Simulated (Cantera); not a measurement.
Input: 1 mol CH₄, 66 mol H₂, 1.3 mol NH₃, held at 1873.15 K.

Cantera equilibrium calculation (NASA polynomials, part measured and part estimated; ideal gas, pure solids and liquids). Candidate condensed phases: C, C₆H₆, C₇H₈, C₈H₁₈; 92 gas species. The ideal-gas law is rough above about 30 bar. The numbers say what is thermodynamically allowed, not how fast it happens.

### Question
What share of the C ends up in condensed phases as a function of P (Pa), at 10, 160, 2500, 40000, 630000, 10000000?

### Answer
```
P (Pa)    C condensed (%)           as
--------  ---------------  -----------
10                   89.9  C(graphite)
160                  89.7  C(graphite)
2500                 89.6  C(graphite)
40000                87.9  C(graphite)
630000               62.9  C(graphite)
10000000              0.0            -
```
